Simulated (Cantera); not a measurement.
A freely propagating, adiabatic, planar premixed flame of 24.5 % H2, 15.9 % O2, 59.7 % N2, equivalence ratio 0.77, unburnt at 475 K and 1.60 bar; unity-Lewis-number transport, grid criteria slope 0.08 and curve 0.16, no radiation.

Cantera simulation using the H2/O2 subset of GRI-Mech 3.0, which has no nitrogen chemistry; the numbers are that mechanism's predictions, not measurements. Unity Lewis numbers drop preferential diffusion, which matters most where H2 and H carry the flame. Burning velocities carry a grid error of a few per cent, more on coarse grids.

Predict: laminar burning velocity; thermal thickness; peak x(H); peak x(OH); peak x(HO2).


| Quantity | Result |
|---|---|
| laminar burning velocity | 283 cm/s |
| thermal thickness | 0.172 mm |
| peak x(H) | 0.0345 |
| peak x(OH) | 0.0153 |
| peak x(HO2) | 0.000379 |
